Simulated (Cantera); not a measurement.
## Adiabatic ignition

An adiabatic, constant-volume homogeneous reactor starts with CH4 : CO : O2 : N2 = 1 : 0.094 : 1.46 : 5.5 (molar parts), equivalence ratio 1.4, at 1423 K and 24.0 bar.

Computed with Cantera and GRI-Mech 3.0 (53 species, 325 reactions). The pressure lies above the range GRI-Mech 3.0 was tuned for (to about 10 atm). Above 3000 K some thermodynamic fits are extrapolated.

```
t (s)     T (K)  P (bar)     x CH4    x CO      x O2     x OH     x CO2      x NO
--------  -----  -------  --------  ------  --------  -------  --------  --------
1.00e-5    1423     24.0     0.124  0.0117     0.181  4.77e-8   2.70e-6    <1e-12
4.06e-5    1425     24.0     0.124  0.0117     0.181  1.33e-7   2.09e-5    <1e-12
0.000165   1481     25.0     0.115  0.0135     0.175  2.05e-6  0.000437  8.14e-12
0.000669   3138     57.1  1.04e-10  0.0887  0.000891  0.00854    0.0372   0.00328
0.00272    3138     57.1  1.04e-10  0.0887  0.000891  0.00854    0.0372   0.00328
0.0110     3138     57.1  1.04e-10  0.0887  0.000891  0.00854    0.0372   0.00328
0.0448     3138     57.1  1.04e-10  0.0887  0.000891  0.00854    0.0372   0.00328
0.182      3138     57.1  1.04e-10  0.0887  0.000891  0.00854    0.0372   0.00328
0.739      3138     57.1  1.04e-10  0.0887  0.000891  0.00854    0.0372   0.00328
3.00       3138     57.1  1.04e-10  0.0887  0.000891  0.00854    0.0372   0.00328
```
x: mole fraction; the columns are a selection and need not sum to one.

* **time of steepest temperature rise**: 0.199 ms
* **temperature at 3.00 s**: 3138 K
* **equilibrium temperature**: 3138 K
* **x(CH4) at 3.00 s**: 1.04e-10 (gas-phase equilibrium 1.19e-10)
* **x(CO) at 3.00 s**: 0.0887 (gas-phase equilibrium 0.0887)
* **x(O2) at 3.00 s**: 0.000891 (gas-phase equilibrium 0.000891)
